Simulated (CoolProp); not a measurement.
Aqueous lithium chloride as a coolant, 17 % by mass, freezing at -30.9 °C, 1 atm.

Computed with CoolProp (Melinder's fits for secondary coolants).

| T (°C) | viscosity (mPa s) | Prandtl number | cp (kJ/(kg K)) | density (kg/m³) |
|---|---|---|---|---|
| -20.8 | 7.04 | 44.5 | 3.166 | 1105 |
| -15.7 | 5.60 | 35.2 | … | … |
| -10.5 | 4.54 | 28.3 | 3.217 | 1103 |
| -5.4 | 3.76 | 23.4 | 3.242 | 1103 |
| -0.3 | 3.18 | 19.6 | … | 1102 |
| 4.9 | 2.72 | 16.7 | 3.293 | 1101 |
| 10 | 2.37 | 14.4 | 3.317 | 1100 |
| 15.1 | … | 12.6 | … | 1098 |
| 20.3 | 1.85 | 11.1 | 3.368 | 1097 |
| 25.4 | 1.65 | 9.91 | 3.393 | 1095 |
| 30.5 | 1.49 | 8.89 | 3.417 | 1094 |

### Question
Fill in the missing entries.

### Answer

- -15.7, cp (kJ/(kg K)): 3.191
- -15.7, density (kg/m³): 1104
- -0.3, cp (kJ/(kg K)): 3.267
- 15.1, viscosity (mPa s): 2.08
- 15.1, cp (kJ/(kg K)): 3.342
